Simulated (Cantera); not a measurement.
Input: 1 mol SiHCl₃, 0.48 mol C₃H₈, 21 mol H₂, at 1.30 mbar.

Method: chemical equilibrium by Gibbs-energy minimisation in Cantera with the NASA 1993 tables (ideal gas, pure condensed phases). Candidate condensed phases: C, C₆H₆, C₇H₈, C₈H₁₈, Si, SiC; 109 gas species. Kinetics and transport are ignored.

At 1648 K, list the 5 most abundant gas species with their mole fractions, and the condensed phases.

H₂ 0.878, HCl 0.119, H 0.00231, SiCl₂ 0.000701, Cl 0.000245. Condensed: C(graphite) + SiC(s).
